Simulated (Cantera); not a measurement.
Standard-state values (1 bar) from the NASA 1993 polynomials, evaluated with Cantera. Values are per mole of reaction as written; species without (g) are pure solids or liquids, kept so even where they would boil at 1 bar.

2 Pb + S₂(g) ⇌ 2 PbS(g)

```
T (K)    ΔH° (kJ)   ΔS° (J/K)    ΔG° (kJ)     log10 K
-----  ----------  ----------  ----------  ----------
400         133.5       140.1        77.5      -10.12
450    (withheld)  (withheld)  (withheld)  (withheld)
500    (withheld)  (withheld)  (withheld)  (withheld)
550         130.7       134.1        56.9       -5.41
600    (withheld)  (withheld)  (withheld)  (withheld)
```

### Question
What belongs in the gaps?

### Answer

- 450, ΔH° (kJ): 132.6
- 450, ΔS° (J/K): 138.0
- 450, ΔG° (kJ): 70.5
- 450, log10 K: -8.19
- 500, ΔH° (kJ): 131.7
- 500, ΔS° (J/K): 136.0
- 500, ΔG° (kJ): 63.7
- 500, log10 K: -6.65
- 600, ΔH° (kJ): 129.6
- 600, ΔS° (J/K): 132.3
- 600, ΔG° (kJ): 50.3
- 600, log10 K: -4.38
